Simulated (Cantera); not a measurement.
Input: 1 mol CaCl2, 0.12 mol N2, equilibrated at 1973 K.

These are equilibrium values from Cantera (NASA tables, ideal gas, pure condensed phases), not measurements of a reactor. Candidate condensed phases: Ca, CaCl2; 8 gas species. Rates play no part.

x: gas mole fraction; n: condensed amount in mol.

```csv
P (Pa),x CaCl2,x N2,x Cl,x Ca,x CaCl,n CaCl2(l)
0.100,0.317,0.0665,0.379,0.141,0.0960,0
0.460,0.595,0.0873,0.185,0.0525,0.0801,0
2.20,(withheld),0.0985,(withheld),(withheld),(withheld),0
10,0.830,0.103,0.0354,0.00425,0.0269,0
46,0.864,0.105,0.0158,0.00105,0.0137,0
220,0.880,0.106,0.00701,0.000237,0.00654,0
1000,0.887,0.107,0.00324,5.40e-5,0.00314,0
4600,0.890,0.107,0.00150,1.20e-5,0.00148,0
22000,0.892,0.107,(withheld),(withheld),(withheld),0
100000,0.213,0.787,0.000157,5.55e-7,0.000156,0.968
```

Fill in the missing entries.


- 22000, x Cl: 0.000684
- 22000, x Ca: 2.52e-6
- 22000, x CaCl: 0.000679
- 2.20, x CaCl2: 0.757
- 2.20, x Cl: 0.0802
- 2.20, x Ca: 0.0156
- 2.20, x CaCl: 0.0491
